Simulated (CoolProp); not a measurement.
A single-stage vapour-compression cycle with the fluid: evaporating at 209.15 K (dew point), condensing at 250.15 K (bubble point), superheat 0 K, subcooling 2 K, compressor efficiency 0.75, no pressure losses. The same conditions are run with several fluids, on thermodynamics alone (safety and materials aside).

Computed with CoolProp (reference Helmholtz-energy equation of state of each fluid (fluoroethane (R161): Wu 2012; ethylene: Smukala 2000; dimethyl ether: Wu 2011; ammonia: Gao 2020; hydrogen sulfide: Lemmon 2006; R143a: Lemmon and Jacobsen 2000)).

```tsv
fluid	cooling COP	pressure ratio	discharge temperature (K)	refrigerating effect (kJ/kg)	volumetric capacity (kJ/m³)
fluoroethane (R161)	3.32	7.53	312.0	376	264
ethylene	(withheld)	3.59	(withheld)	304	(withheld)
dimethyl ether	(withheld)	(withheld)	(withheld)	(withheld)	142
ammonia	3.10	9.95	404.7	1280	211
hydrogen sulfide	3.20	5.88	359.5	472	791
R143a	3.28	6.63	282.6	186	393
```

Question: Complete the blanks.

Answer: 
- ethylene, cooling COP: 2.88
- ethylene, discharge temperature (K): 297.8
- ethylene, volumetric capacity (kJ/m³): 3640
- dimethyl ether, cooling COP: 3.35
- dimethyl ether, pressure ratio: 8.69
- dimethyl ether, discharge temperature (K): 306.2
- dimethyl ether, refrigerating effect (kJ/kg): 422
